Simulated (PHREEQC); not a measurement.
# Alkaline etch or developer (model solution)

A solution holds 8e-05 mol NH3, 1.5e-05 mol H3BO3 and 4.1e-07 mol K3PO4 per kg of water, at 25 °C. Closed to the air; pH follows from the charge balance.

Equilibrium calculation in PHREEQC: ion-association model, phreeqc.dat.

No solid was allowed to form.

### Question
What pH, ionic strength does the model give?

### Answer
pH 9.39; ionic strength 3.51e-5 mol/kgw.

### Question
In which forms is N present?

### Answer
NH3 58 %, NH4+ 42 % of the N.
